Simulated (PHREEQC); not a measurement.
Make-up at 80 °C: 0.21 mol NaH2PO4 and 0.00089 mol K2HPO4 per kg of water. Closed to the air; pH follows from the charge balance.

All values are PHREEQC results (ion-association model, phreeqc.dat), not measurements.

The ionic strength comes out as 0.213 mol/kgw. What activity coefficients do K+, KHPO4-, NaHPO4-, H2PO4-, HPO4-2 get?

K+ 0.68, KHPO4- 0.72, NaHPO4- 0.72, H2PO4- 0.72, HPO4-2 0.26.

Precipitation was switched off in this run. Complexes and solids missing from the database can't appear. Constants without temperature data keep their 25 °C values here.
